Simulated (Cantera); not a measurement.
Al + H2O + H2 + N2 (aluminium nitride and oxide growth)

Input: 1 mol Al, 39 mol H2O, 70 mol H2, 0.81 mol N2, equilibrated at 10.0 Torr.

These are equilibrium values from Cantera (NASA tables, ideal gas, pure condensed phases), not measurements of a reactor. Candidate condensed phases: Al, AlN, Al2O3, H2O; 35 gas species. Kinetics and transport are ignored.

| T (K) | x H2 | x H2O | x H | x N2 | x OH | x O | x O2 | x AlO2H | n Al2O3(s) |
|---|---|---|---|---|---|---|---|---|---|
| 1425 | 0.651 | 0.341 | 4.77e-5 | 0.00738 | 5.47e-7 | 3.59e-11 | 8.95e-12 | 1.18e-11 | 0.500 |
| 1525 | 0.651 | 0.341 | 0.000165 | 0.00738 | 2.69e-6 | 5.86e-10 | 1.43e-10 | 1.74e-10 | 0.500 |
| 1625 | 0.651 | 0.341 | 0.000493 | 0.00737 | 1.09e-5 | 6.79e-9 | 1.62e-9 | 1.82e-9 | 0.500 |
| 1725 | 0.650 | 0.341 | 0.00130 | 0.00737 | 3.75e-5 | 5.94e-8 | 1.40e-8 | 1.45e-8 | 0.500 |
| 1825 | 0.649 | 0.341 | 0.00307 | 0.00736 | 0.000113 | 4.10e-7 | 9.51e-8 | 9.11e-8 | 0.500 |
| 1925 | 0.646 | 0.340 | 0.00665 | 0.00735 | 0.000303 | 2.33e-6 | 5.33e-7 | 4.70e-7 | 0.500 |
| 2025 | 0.640 | 0.338 | 0.0133 | 0.00732 | 0.000737 | 1.11e-5 | 2.53e-6 | 2.05e-6 | 0.500 |
| 2125 | 0.631 | 0.335 | 0.0250 | 0.00727 | 0.00165 | 4.62e-5 | 1.04e-5 | 7.75e-6 | 0.499 |
x: gas mole fraction; n: condensed amount in mol.

From 1425 K to 2125 K the condensed part is Al2O3(s).
